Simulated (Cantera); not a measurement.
Input (Python, Cantera) and output of one run.

```python
import numpy as np
import cantera as ct

gas_names = """
    H HI HO2 H2 H2O H2O2 I I2 O OH O2 O3
""".split()
cond_names = """
    H2O(s) H2O(L) I2(cr) I2(L)
""".split()


# ... load() reads the species with a 1 bar reference pressure and builds the phases ...
atoms = {
    'HI': {'H': 1, 'I': 1},
    'O2': {'O': 2},
}
top_T = {}  # K; cautious upper limits of use, not melting points


# ... equilibrate(T, P, feed) seeds the gas with the atoms and calls Mixture.equilibrate('TP', solver="vcs", rtol=1e-11, max_steps=5000) ...
results = []
T = 1798.15  # K
P = 101325  # Pa
for m in [0.03, 0.044, 0.063, 0.091, 0.13, 0.19, 0.27]:
    feed = {'HI': 1, 'O2': m}  # mol
    mix = equilibrate(T, P, feed)
    results.append((T, P, feed, dict(zip(mix.species_names, mix.species_moles))))

top = {s: max(r[3][s] / sum(r[3][g] for g in gas_names) for r in results) for s in gas_names}
cols = sorted((s for s in top if top[s] > 0.001), key=lambda s: -top[s])[:5]
seen = [c for c in cond_names if any(r[3].get(c, 0) > 1e-12 for r in results)]
print("log10 of partial pressures in bar; condensed amounts in mol")
print(f"{'n(O2)':>10s}" + "".join(f"{s[:9]:>10s}" for s in cols + seen))
for T, P, feed, n in results:
    ng = sum(n[g] for g in gas_names)
    print(f"{feed['O2']:10.4g}" + "".join(f"{np.log10(max(n[s] / ng * P / 1e5, 1e-99)):10.3f}" for s in cols)
          + "".join(f"{n.get(c, 0):10.4g}" for c in seen))
```

It prints:

```
log10 of partial pressures in bar; condensed amounts in mol
     n(O2)         I       H2O        HI        H2        I2
      0.03    -0.312    -1.336    -0.614    -0.663    -1.704
     0.044    -0.308    -1.171    -0.629    -0.702    -1.695
     0.063    -0.302    -1.017    -0.652    -0.759    -1.683
     0.091    -0.292    -0.860    -0.691    -0.857    -1.663
      0.13    -0.276    -0.711    -0.762    -1.031    -1.632
      0.19    -0.247    -0.557    -0.960    -1.485    -1.573
      0.27    -0.210    -0.469    -2.101    -3.842    -1.498
```

Equilibrium computed with Cantera from the NASA thermochemical tables; the gas is ideal and each condensed phase is pure.
